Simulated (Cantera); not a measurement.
A jet of H₂ : O₂ : N₂ = 0.01 : 0.19 : 0.79 (molar parts) at 300 K and 0.0590 bar hits a platinum plate 2.1 cm away at a mass flux of 0.11 kg/m²/s; the plate temperature is set and raised in steps from an oxygen-covered start.

Model: Deutschmann's 1995 Pt surface mechanism with GRI-Mech 3.0 gas chemistry, integrated in Cantera. Catalytic surfaces can have several steady states; this one follows from the mechanism file's or the stated starting coverage.

One state of this run: wall x H₂ = 0.00194; wall x O₂ = 0.183; wall x H₂O = 0.0155; wall x OH = <1e-8; θ free Pt = 0.0923; θ O* = 0.907; θ OH* = 0.000960. x: mole fraction at the wall; θ: surface coverage.

Which value of plate T (K) does it belong to?
(A) 850
(B) 900
(C) 800
(D) 750

C, 800
